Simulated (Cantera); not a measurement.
Input (Python, Cantera):

```python
import numpy as np
import cantera as ct

gas = ct.Solution("gri30.yaml")
gas.TPX = 1475, 1000000, {'CH4': 1, 'C2H6': 0.049, 'C3H8': 0.15, 'O2': 6.22, 'N2': 27.4}
reactor = ct.IdealGasConstPressureReactor(gas, energy="on", clone=False)
net = ct.ReactorNet([reactor])
net.rtol, net.atol = 1e-08, 1e-16
show = ['CH4', 'C2H6', 'C3H8', 'CO', 'NO', 'C2H4']
times = np.geomspace(3e-06, 0.7, 14)

steps = ct.SolutionArray(gas, extra=["t"])
rows = []
print(f"{'t/s':>10s}{'T/K':>9s}{'P/Pa':>11s}" + "".join(f"{s:>11s}" for s in show))
for t in times:
    while net.time < t:
        t_next = net.step()
        steps.append(gas.state, t=t_next)
    rows.append([np.interp(t, steps.t, y) for y in (steps.T, steps.P, *steps(*show).X.T)])
    print(f"{t:10.3e}{rows[-1][0]:9.1f}{rows[-1][1]:11.4g}" + "".join(f"{x:11.3e}" for x in rows[-1][2:]))
rate = np.gradient(steps.T, steps.t)
print("integrator steps:", len(steps.t))
if steps.T.max() > steps.T[0] + 200:
    print(f"time of steepest temperature rise: {steps.t[rate.argmax()]:.4e} s")
gas.TPX = 1475, 1000000, {'CH4': 1, 'C2H6': 0.049, 'C3H8': 0.15, 'O2': 6.22, 'N2': 27.4}
gas.equilibrate("HP")
print(f"equilibrium (HP): T = {gas.T:.1f} K  " + "  ".join(f"{s} {gas[s].X[0]:.3e}" for s in show))
```

Result:

```
       t/s      T/K       P/Pa        CH4       C2H6       C3H8         CO         NO       C2H4
 3.000e-06   1474.6      1e+06  2.869e-02  1.400e-03  4.244e-03  3.280e-07  9.409e-14  6.618e-05
 7.763e-06   1474.7      1e+06  2.852e-02  1.403e-03  4.070e-03  9.782e-06  8.609e-13  2.747e-04
 2.009e-05   1480.4      1e+06  2.761e-02  1.519e-03  3.375e-03  2.096e-04  8.999e-12  1.165e-03
 5.199e-05   2021.2      1e+06  1.931e-05  2.713e-10  6.953e-15  3.323e-02  1.566e-06  3.628e-07
 1.345e-04   2336.2      1e+06  6.625e-17  2.535e-31  1.938e-46  6.688e-04  7.524e-05  2.735e-26
 3.481e-04   2336.1      1e+06  8.420e-19  7.623e-35  6.184e-51  6.582e-04  1.864e-04  3.250e-28
 9.008e-04   2335.5      1e+06  3.527e-20  2.303e-37  2.131e-53  6.564e-04  4.699e-04  1.006e-30
 2.331e-03   2334.0      1e+06  3.458e-20  2.190e-37  3.146e-54  6.518e-04  1.176e-03  9.629e-31
 6.032e-03   2330.6      1e+06  3.304e-20  2.021e-37  3.005e-54  6.412e-04  2.812e-03  8.904e-31
 1.561e-02   2324.1      1e+06  3.024e-20  1.701e-37  2.153e-54  6.216e-04  5.898e-03  7.483e-31
 4.040e-02   2316.9      1e+06  2.736e-20  1.410e-37  1.637e-54  6.007e-04  9.283e-03  6.208e-31
 1.045e-01   2314.6      1e+06  2.645e-20  1.324e-37  1.493e-54  5.938e-04  1.041e-02  5.831e-31
 2.705e-01   2314.5      1e+06  2.642e-20  1.321e-37  1.489e-54  5.936e-04  1.044e-02  5.820e-31
 7.000e-01   2314.5      1e+06  2.642e-20  1.321e-37  1.489e-54  5.936e-04  1.044e-02  5.820e-31
integrator steps: 1695
time of steepest temperature rise: 5.1060e-05 s
equilibrium (HP): T = 2314.5 K  CH4 4.027e-20  C2H6 2.255e-37  C3H8 2.848e-54  CO 5.936e-04  NO 1.044e-02  C2H4 7.537e-31
```

Detailed kinetics in Cantera: GRI-Mech 3.0 (53 species, 325 reactions). GRI-Mech 3.0 was tuned for natural gas; its chemistry of propane as a main component is partial and can be far from experiment.
